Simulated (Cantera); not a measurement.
A closed system holds: 1 mol SiH₂Cl₂, a varied amount of N₂, 0.22 mol H₂, held at 1023.15 K and 13.0 mbar.

Method: chemical equilibrium by Gibbs-energy minimisation in Cantera with the NASA 1993 tables (ideal gas, pure condensed phases). Candidate condensed phases: NH₄Cl, Si, Si₃N₄; 28 gas species. N₂ is the only nitrogen source here; it is nearly inert below about 1500 K, so the nitride shown seldom forms there in practice. The tables' values for SiCl₃ are old estimates; treat these amounts as uncertain. The numbers say what is thermodynamically allowed, not how fast it happens.

x: gas mole fraction; n: condensed amount in mol.

```json
[
 {"n(N₂) (mol)": "0.58", "x N₂": "0.0473", "x HCl": "0.442", "x H₂": "0.376", "x SiCl₄": "0.133", "x SiHCl₃": "___", "x SiCl₃": "0.000320", "x SiCl₂": "1.62e-5", "n Si₃N₄(s)": "0.242"},
 {"n(N₂) (mol)": "0.99", "x N₂": "0.193", "x HCl": "0.437", "x H₂": "0.276", "x SiCl₄": "0.0929", "x SiHCl₃": "___", "x SiCl₃": "0.000193", "x SiCl₂": "8.45e-6", "n Si₃N₄(s)": "0.256"},
 {"n(N₂) (mol)": "1.7", "x N₂": "0.367", "x HCl": "0.373", "x H₂": "0.196", "x SiCl₄": "0.0634", "x SiHCl₃": "___", "x SiCl₃": "0.000130", "x SiCl₂": "5.64e-6", "n Si₃N₄(s)": "0.266"},
 {"n(N₂) (mol)": "2.8", "x N₂": "0.525", "x HCl": "0.297", "x H₂": "0.136", "x SiCl₄": "0.0420", "x SiHCl₃": "___", "x SiCl₃": "9.01e-5", "x SiCl₂": "4.07e-6", "n Si₃N₄(s)": "0.273"},
 {"n(N₂) (mol)": "4.8", "x N₂": "0.673", "x HCl": "0.216", "x H₂": "0.0855", "x SiCl₄": "0.0252", "x SiHCl₃": "___", "x SiCl₃": "5.89e-5", "x SiCl₂": "2.90e-6", "n Si₃N₄(s)": "0.280"},
 {"n(N₂) (mol)": "8.2", "x N₂": "0.786", "x HCl": "0.149", "x H₂": "0.0512", "x SiCl₄": "0.0142", "x SiHCl₃": "___", "x SiCl₃": "3.74e-5", "x SiCl₂": "2.07e-6", "n Si₃N₄(s)": "0.287"},
 {"n(N₂) (mol)": "14", "x N₂": "0.865", "x HCl": "0.0983", "x H₂": "0.0295", "x SiCl₄": "0.00763", "x SiHCl₃": "___", "x SiCl₃": "2.31e-5", "x SiCl₂": "1.47e-6", "n Si₃N₄(s)": "0.294"}
]
```

Q: Complete the blanks.

A: 
- 0.58, x SiHCl₃: 0.000961
- 0.99, x SiHCl₃: 0.000496
- 1.7, x SiHCl₃: 0.000282
- 2.8, x SiHCl₃: 0.000162
- 4.8, x SiHCl₃: 8.43e-5
- 8.2, x SiHCl₃: 4.14e-5
- 14, x SiHCl₃: 1.94e-5
